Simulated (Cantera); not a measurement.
**Sublimation and decomposition of ceramics: BN + H2**

Feed: 1 mol BN, a varied amount of H2, held at 58.0 mbar.

Method: chemical equilibrium by Gibbs-energy minimisation in Cantera with the NASA 1993 tables (ideal gas, pure condensed phases). Candidate condensed phases: B, BN; 15 gas species. Mutual solubility and eutectic melting of coexisting phases are not modelled. Rates play no part.

Question: Map the stable condensed phases over T = 1200, 1300, 1400, 1500, 1600, 1700, 1800, 1900, 2000, 2100, 2200, 2300, 2400 °C and n(H2) in mol = 0.016, 0.054, 0.091, 0.13, 0.16, 0.2, 0.24, 0.28.

Answer: 
```
T in °C \ n(H2) in mol
         0.016 0.054 0.091  0.13  0.16   0.2  0.24  0.28
   2400      A     A     A     A     A     A     A     A
   2300      A     A     A     A     A     A     A     A
   2200      B     B     B     A     A     A     A     A
   2100      B     B     B     B     B     B     B     B
   2000      B     B     B     B     B     B     B     B
   1900      B     B     B     B     B     B     B     B
   1800      B     B     B     B     B     B     B     B
   1700      C     B     B     B     B     B     B     B
   1600      C     C     C     C     C     C     C     C
   1500      C     C     C     C     C     C     C     C
   1400      C     C     C     C     C     C     C     C
   1300      C     C     C     C     C     C     C     C
   1200      C     C     C     C     C     C     C     C
```
A: B; B: B + BN; C: BN.
